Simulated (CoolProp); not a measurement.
A closed Brayton cycle with carbon dioxide: compressor inlet 317.15 K and 8.9 MPa, high pressure 26.8 MPa, turbine inlet 735 K, compressor efficiency 0.85, turbine efficiency 0.9, recuperator effectiveness 0.9 (on enthalpy, no pinch check). Each further row changes one setting.

Values from CoolProp's reference Helmholtz-energy equation of state, Span 1996.

```csv
case,thermal efficiency (%),net work (kJ/kg),compressor to turbine work,compressor exit (K),turbine exit (K)
as stated,[?],79.7,0.36,389.8,611.8
turbine inlet 685 K,29.2,69.1,[?],389.8,566.3
compressor inlet 327.15 K,29.5,[?],0.45,416.8,611.8
high pressure 22.8 MPa,[?],71.6,0.34,378.9,[?]
recuperator effectiveness 0.5,22.4,79.7,0.36,389.8,611.8
```

Some entries are withheld; supply them.


- as stated, thermal efficiency (%): 31.5
- turbine inlet 685 K, compressor to turbine work: 0.40
- compressor inlet 327.15 K, net work (kJ/kg): 68.2
- high pressure 22.8 MPa, thermal efficiency (%): 30.7
- high pressure 22.8 MPa, turbine exit (K): 629.4
